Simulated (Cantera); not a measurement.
A closed system holds: 1 mol CaCO3, 0.7 mol H2O, equilibrated at 2.70 bar.

Method: chemical equilibrium by Gibbs-energy minimisation in Cantera with the NASA 1993 tables (ideal gas, pure condensed phases). Candidate condensed phases: C, C6H6, C7H8, C8H18, Ca, CaCO3, CaO, Ca(OH)2, H2O; 115 gas species. Rates play no part. All values below are at 2123 K.

Base state: CO2 0.569, H2O 0.405, CO 0.0140, O2 0.00738, OH 0.00245, H2 0.00199, Ca(OH)2 0.000102, H 9.73e-5 (mole fractions); condensed: CaO(s).

**Question.** What changes in the equilibrium state with this change: pressure from 2.70 bar to 11.0 Pa?

**Answer.** 
```tsv
species	before	after
CO2	0.569	0.230
CO	0.0140	0.225
H2O	0.405	0.218
H	9.73e-5	0.0706
O	8.51e-5	0.0526
H2	0.00199	0.0425
OH	0.00245	0.0447
O2	0.00738	0.115
Ca	1.30e-9	0.00127
CaO	3.35e-9	8.23e-5
CaOH	4.66e-7	0.000338
Ca(OH)2	0.000102	5.47e-5
CaO(s), mol	1.000	0.996
```
